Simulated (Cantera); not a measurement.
Input (Python, Cantera) and output of one run.

```python
import numpy as np
import cantera as ct

gas_names = """
    CL CL2 H HCL H2 Si SiCL SiCL2 SiCL3 SiCL4 SiH SiHCL3 SiH2 SiH2CL2 SiH3 SiH3CL SiH4 Si2 Si3
""".split()
cond_names = """
    Si(cr) Si(L)
""".split()


# ... load() reads the species with a 1 bar reference pressure and builds the phases ...
atoms = {
    'SiH4': {'Si': 1, 'H': 4},
    'Cl2': {'CL': 2},
    'H2': {'H': 2},
    'HCl': {'H': 1, 'CL': 1},
}
top_T = {}  # K; cautious upper limits of use, not melting points


# ... equilibrate(T, P, feed) seeds the gas with the atoms and calls Mixture.equilibrate('TP', solver="vcs", rtol=1e-11, max_steps=5000) ...
results = []
feed = {'SiH4': 1, 'Cl2': 0.067, 'H2': 62, 'HCl': 0.55}  # mol
T = 1550  # K
P = 1000  # Pa
mix = equilibrate(T, P, feed)
results.append((T, P, feed, dict(zip(mix.species_names, mix.species_moles))))
x = sorted(zip(gas.X, gas.species_names), reverse=True)
print(f"T = {T:g} K  P = {P:g} Pa  gas = {mix.phase_moles(0):.4g} mol")
print("   x: " + "  ".join(f"{s} {v:.3e}" for v, s in x if v > 0.0001))
print("   condensed (mol): " + ("  ".join(f"{mix.phase(i).name} {mix.phase_moles(i):.4g}"
      for i in range(1, mix.n_phases) if mix.phase_moles(i) > 1e-12) or "none"))
```

Result:

```
T = 1550 K  P = 1000 Pa  gas = 64.63 mol
   x: H2 9.894e-01  HCL 9.915e-03  SiCL2 3.311e-04  H 3.133e-04
   condensed (mol): Si(cr) 0.978
```

Equilibrium computed with Cantera from the NASA thermochemical tables; the gas is ideal and each condensed phase is pure.
